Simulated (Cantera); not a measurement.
An isothermal, constant-pressure homogeneous reactor starts with CH₄ : H₂O = 1 : 3.1 (molar parts), at 1375 K and 0.987 atm.

Cantera simulation using GRI-Mech 3.0 (53 species, 325 reactions); the numbers are that mechanism's predictions, not measurements.

**Question.** Predict: x(CH₄) at 2.00 s; x(H₂O) at 2.00 s; x(H₂) at 2.00 s; x(CO) at 2.00 s; x(CH₂CO) at 2.00 s.

**Answer.** 
* **x(CH₄) at 2.00 s**: 0.183 (gas-phase equilibrium 1.36e-6)
* **x(H₂O) at 2.00 s**: 0.718 (gas-phase equilibrium 0.308)
* **x(H₂) at 2.00 s**: 0.0740 (gas-phase equilibrium 0.528)
* **x(CO) at 2.00 s**: 0.00137 (gas-phase equilibrium 0.128)
* **x(CH₂CO) at 2.00 s**: 1.58e-5 (gas-phase equilibrium 2.08e-12)
